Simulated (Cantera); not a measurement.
Cantera run:

```python
import numpy as np
import cantera as ct

gas_names = """
    C CH CH2 CH3 CH2OH CH3O CH4 CH3OH CO CO2 COOH C2 C2H CHCO,ketyl C2H2,acetylene C2H2,vinylidene
    CH2CO,ketene C2H3,vinyl CH3CO,acetyl C2H4 C2H4O,ethylen CH3CHO,ethanal CH3COOH (HCOOH)2 C2H5 C2H6
    CH3OCH3 C2H5OH C2O C3 C3H3,propargyl C3H4,allene C3H4,propyne C3H4,cyclo- C3H5,allyl C3H6,propylene
    C3H6,cyclo- C3H6O C3H7,n-propyl C3H7,i-propyl C3H8 C3H8O,1propanol C3H8O,2propanol C3O2 C4 C4H2
    C4H4,1,3-cyclo- C4H6,butadiene C4H6,2-butyne C4H6,cyclo- C4H8,1-butene C4H8,cis2-buten
    C4H8,tr2-butene C4H8,isobutene C4H8,cyclo- (CH3COOH)2 C4H9,n-butyl C4H9,i-butyl C4H9,s-butyl
    C4H9,t-butyl C4H10,isobutane C4H10,n-butane C5 C5H6,1,3cyclo- C5H8,cyclo- C5H10,1-pentene
    C5H10,cyclo- C5H11,pentyl C5H11,t-pentyl C5H12,n-pentane C5H12,i-pentane CH3C(CH3)2CH3 C6H2
    C6H5,phenyl C6H5O,phenoxy C6H6 C6H5OH,phenol C6H10,cyclo- C6H12,1-hexene C6H12,cyclo- C6H13,n-hexyl
    C7H7,benzyl C7H8 C7H8O,cresol C7H14,1-heptene C7H15,n-heptyl C7H16,n-heptane C8H8,styrene
    C8H10,ethylbenz C8H16,1-octene C8H17,n-octyl C8H18,isooctane C8H18,n-octane C9H19,n-nonyl
    C10H8,naphthale C10H21,n-decyl C12H9,o-bipheny C12H10,bipheny H HCO HO2 H2 HCHO,formaldehy HCOOH H2O
    H2O2 O OH O2 O3 Ta TaO TaO2
""".split()
cond_names = """
    C(gr) C6H6(L) C7H8(L) C8H18(L),n-octa H2O(s) H2O(L) Ta(cr) Ta(L) TaC(s) TaC(L) Ta2O5(s) Ta2O5(L)
""".split()


def load(file, names, dense=False):
    # The tables refer to 1 bar. Condensed volumes are neglected.
    table = {s.name: s for s in ct.Species.list_from_file(file)}
    out = []
    for n in names:
        d = dict(table[n].input_data)
        d["thermo"] = dict(d["thermo"], **{"reference-pressure": 1e5})
        if dense:
            d["equation-of-state"] = {"model": "constant-volume", "density": "1e6 g/cm^3"}
        out.append(ct.Species.from_dict(d))
    return out


gas = ct.Solution(thermo="ideal-gas", species=load("nasa_gas.yaml", gas_names))
cond = {s.name: ct.Solution(thermo="fixed-stoichiometry", species=[s], name=s.name)
        for s in load("nasa_condensed.yaml", cond_names, dense=True)}
atoms = {
    'Ta2O5': {'Ta': 2, 'O': 5},
    'CH4': {'C': 1, 'H': 4},
    'H2': {'H': 2},
    'C': {'C': 1},
}
top_T = {'C(gr)': 4500}  # K; cautious upper limits of use, not melting points


def equilibrate(T, P, feed):
    n = {}
    for name, mol in feed.items():
        for a, k in atoms[name].items():
            n[a] = n.get(a, 0.0) + k * mol
    gas.TPX = T, P, n
    mass = sum(n.values()) * gas.mean_molecular_weight
    gas.equilibrate("TP")
    valid = [c for c in cond.values() if c.min_temp <= T <= top_T.get(c.name, c.max_temp)]
    mix = ct.Mixture([(gas, mass / gas.mean_molecular_weight)] + [(c, 0.0) for c in valid])
    mix.T, mix.P = T, P
    mix.equilibrate("TP", solver="vcs", rtol=1e-11, max_steps=5000)
    return mix


results = []
feed = {'Ta2O5': 1, 'CH4': 2.7, 'H2': 0.43, 'C': 0.87}  # mol
P = 220  # Pa
for T in [1673, 1773, 1873, 1973, 2073, 2173, 2273, 2373]:
    mix = equilibrate(T, P, feed)
    results.append((T, P, feed, dict(zip(mix.species_names, mix.species_moles))))

top = {s: max(r[3][s] / sum(r[3][g] for g in gas_names) for r in results) for s in gas_names}
cols = sorted((s for s in top if top[s] > 0.0001), key=lambda s: -top[s])[:7]
seen = [c for c in cond_names if any(r[3].get(c, 0) > 1e-12 for r in results)]
print("log10 of partial pressures in bar; condensed amounts in mol")
print(f"{'T/K':>10s}" + "".join(f"{s[:9]:>10s}" for s in cols + seen))
for T, P, feed, n in results:
    ng = sum(n[g] for g in gas_names)
    print(f"{T:10.4g}" + "".join(f"{np.log10(max(n[s] / ng * P / 1e5, 1e-99)):10.3f}" for s in cols)
          + "".join(f"{n.get(c, 0):10.4g}" for c in seen))
```

Result:

```
log10 of partial pressures in bar; condensed amounts in mol
       T/K        H2        CO         H      TaO2       TaO       H2O       CO2    Ta(cr)    TaC(s)  Ta2O5(s)  Ta2O5(L)
      1673    -2.817    -3.175    -5.352    -9.161   -10.267    -5.892    -6.770         0     1.022    0.4892         0
      1773    -2.818    -3.176    -4.955    -8.023    -8.926    -5.846    -6.773         0     1.022    0.4891         0
      1873    -2.822    -3.177    -4.601    -7.010    -7.732    -5.808    -6.777         0     1.022    0.4889         0
      1973    -2.879    -3.083    -4.309    -6.185    -6.902    -5.668    -6.524     1.431         0    0.2826         0
      2073    -2.892    -3.089    -4.026    -5.456    -6.172    -5.500    -6.382     1.429         0         0    0.2761
      2173    -2.916    -3.099    -3.774    -4.846    -5.535    -5.386    -6.284     1.416         0         0    0.2536
      2273    -2.960    -3.120    -3.556    -4.295    -4.958    -5.306    -6.207      1.36         0         0    0.1748
      2373    -3.036    -3.157    -3.373    -3.919    -4.493    -5.331    -6.218     1.217         0         0         0
```

Method: chemical equilibrium by Gibbs-energy minimisation in Cantera with the NASA 1993 tables (ideal gas, pure condensed phases). Mutual solubility and eutectic melting of coexisting phases are not modelled. TaC: taken at fixed stoichiometry. Condensed phases not in the tables: Ta2C, N, O or C dissolved in the metal.
